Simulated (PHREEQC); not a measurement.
# Spent oxide etchant: an equilibrium model

Dissolve 0.3 mol/kgw NH4HF2 and 3.2e-05 mol/kgw H2SiF6 at 50 °C. Closed to the air; pH follows from the charge balance.

Model: ion-association model, wateq4f.dat, run in PHREEQC.

- pH: 3.29
- ionic strength: 0.301 mol/kgw
- activity of water: 0.987
- total alkalinity: -300 meq/kg

```tsv
species	molality	activity	log γ
NH4+	0.300	0.217	-0.141
F-	0.182	0.121	-0.179
HF	0.139	0.149	0.030
HF2-	0.118	0.0782	-0.179
H2F2	0.0211	0.0226	0.030
H+	0.000663	0.000513	-0.111
SiF6-2	3.20e-5	7.80e-6	-0.613
NH3	1.22e-6	1.22e-6	0.000
```

This is a speciation only: nothing precipitates in the calculation. Complexes and solids missing from the database can't appear. wateq4f.dat counts part of the HF as a dimer, H2F2, which phreeqc.dat doesn't know; its constant is uncertain. Constants without temperature data keep their 25 °C values here. SiF6-2 is the database's only silicon fluoride.
